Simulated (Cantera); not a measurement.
An isothermal, constant-pressure homogeneous reactor starts with H2 : O2 : N2 = 0.37 : 1 : 0.54 (molar parts), at 1375 K and 430 Pa. Integrator tolerance rtol = 1e-08.

Detailed kinetics in Cantera: GRI-Mech 3.0 (53 species, 325 reactions). Radical loss at walls, strong at low pressure, is not modelled. The temperature is held fixed by assumption; the heat of reaction is taken as removed at once.

Q: What does this change do: H2 0.37 to 2.7 parts?

A: 
```tsv
quantity	before	after
x(H2) at 7.00 s	2.21e-5 (gas-phase equilibrium 1.47e-6)	0.211 (gas-phase equilibrium 0.216)
x(O2) at 7.00 s	0.472 (gas-phase equilibrium 0.472)	2.34e-5 (gas-phase equilibrium 1.80e-10)
x(NO2) at 7.00 s	8.38e-10 (gas-phase equilibrium 4.75e-7)	<1e-12 (gas-phase equilibrium <1e-12)
x(NO) at 7.00 s	5.48e-6 (gas-phase equilibrium 0.000596)	7.28e-6 (gas-phase equilibrium 8.50e-9)
x(H) at 7.00 s	3.71e-6 (gas-phase equilibrium 6.37e-8)	0.00856 (gas-phase equilibrium 2.45e-5)
x(OH) at 7.00 s	0.000650 (gas-phase equilibrium 0.000168)	0.000448 (gas-phase equilibrium 1.26e-6)
x(O) at 7.00 s	0.000101 (gas-phase equilibrium 6.71e-6)	1.67e-5 (gas-phase equilibrium 1.31e-10)
```
